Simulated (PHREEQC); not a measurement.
A solution holds 0.59 mol/kgw HCl and 0.0008 mol/kgw CuCl2, at 20 °C. Closed to the air; pH follows from the charge balance.

Model: ion-association model, phreeqc.dat, run in PHREEQC.

Problem. The ionic strength comes out as 0.592 mol/kgw. What activity coefficients do Cu+2, CuCl+, Cl-, H+ get?

Solution. Cu+2 0.24, CuCl+ 0.64, Cl- 0.64, H+ 0.76.

This is a speciation only: nothing precipitates in the calculation. Species that the database lacks are ignored.
